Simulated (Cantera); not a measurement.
Mixture: CH3OH : O2 : N2 : H2O = 1 : 1.56 : 8.44 : 0.52 (molar parts), equivalence ratio 0.96, at 1.70 bar, adiabatic and at constant volume. Ignition delay is the time to a rise of 400 K.

Detailed kinetics in Cantera: GRI-Mech 3.0 (53 species, 325 reactions). GRI-Mech 3.0 was tuned for natural gas; its chemistry of methanol as a main component is partial and can be far from experiment.

What does this change do: pressure from 1.70 bar to 5.00 bar?


```json
[
 {"quantity": "delay at 1298 K", "before": "1.30 ms", "after": "0.536 ms"},
 {"quantity": "delay at 1398 K", "before": "0.366 ms", "after": "0.147 ms"},
 {"quantity": "delay at 1498 K", "before": "0.128 ms", "after": "50.3 µs"},
 {"quantity": "delay at 1598 K", "before": "52.9 µs", "after": "20.5 µs"},
 {"quantity": "apparent activation energy between 1548 and 1648 K", "before": "170 kJ/mol", "after": "180 kJ/mol"}
]
```
